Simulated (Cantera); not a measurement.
**FeCl3 + O2 + N2 (halide evaporation, hydrolysis and transport)**

Charge: 1 mol FeCl3, 1.6 mol O2, 0.27 mol N2, at 7.20 mbar.

Equilibrium computed with Cantera from the NASA thermochemical tables; the gas is ideal and each condensed phase is pure. Candidate condensed phases: Fe, FeCl2, FeCl3, FeO, Fe2O3, Fe3O4; 19 gas species. Rates play no part.

From 802 °C to 1027 °C the condensed part is Fe2O3(s). The main Fe-bearing gas is FeCl3 at 802 °C and FeCl2 at 1027 °C. The share of Fe in condensed phases is highest at 802 °C (90.0 %) and lowest at 1027 °C (22.8 %).

```json
[
 {"T (°C)": "802", "x Cl2": "0.505", "x O2": "0.347", "x FeCl2": "0.00485", "x N2": "0.101", "x FeCl3": "0.0325", "x Cl": "0.00924", "n Fe2O3(s)": "0.450"},
 {"T (°C)": "827", "x Cl2": "0.480", "x O2": "0.355", "x FeCl2": "0.00864", "x N2": "0.101", "x FeCl3": "0.0427", "x Cl": "0.0124", "n Fe2O3(s)": "0.431"},
 {"T (°C)": "852", "x Cl2": "0.450", "x O2": "0.365", "x FeCl2": "0.0147", "x N2": "0.0997", "x FeCl3": "0.0537", "x Cl": "0.0162", "n Fe2O3(s)": "0.407"},
 {"T (°C)": "877", "x Cl2": "0.416", "x O2": "0.376", "x FeCl2": "0.0238", "x N2": "0.0984", "x FeCl3": "0.0648", "x Cl": "0.0208", "n Fe2O3(s)": "0.379"},
 {"T (°C)": "902", "x Cl2": "0.376", "x O2": "0.389", "x FeCl2": "0.0369", "x N2": "0.0969", "x FeCl3": "0.0747", "x Cl": "0.0262", "n Fe2O3(s)": "0.345"},
 {"T (°C)": "927", "x Cl2": "0.334", "x O2": "0.402", "x FeCl2": "0.0546", "x N2": "0.0950", "x FeCl3": "0.0823", "x Cl": "0.0322", "n Fe2O3(s)": "0.306"},
 {"T (°C)": "952", "x Cl2": "0.289", "x O2": "0.415", "x FeCl2": "0.0772", "x N2": "0.0928", "x FeCl3": "0.0865", "x Cl": "0.0387", "n Fe2O3(s)": "0.262"},
 {"T (°C)": "977", "x Cl2": "0.245", "x O2": "0.428", "x FeCl2": "0.104", "x N2": "0.0903", "x FeCl3": "0.0867", "x Cl": "0.0455", "n Fe2O3(s)": "0.214"},
 {"T (°C)": "1002", "x Cl2": "0.202", "x O2": "0.440", "x FeCl2": "0.135", "x N2": "0.0877", "x FeCl3": "0.0828", "x Cl": "0.0523", "n Fe2O3(s)": "0.165"},
 {"T (°C)": "1027", "x Cl2": "0.162", "x O2": "0.450", "x FeCl2": "0.168", "x N2": "0.0850", "x FeCl3": "0.0754", "x Cl": "0.0589", "n Fe2O3(s)": "0.114"}
]
```
x: gas mole fraction; n: condensed amount in mol.
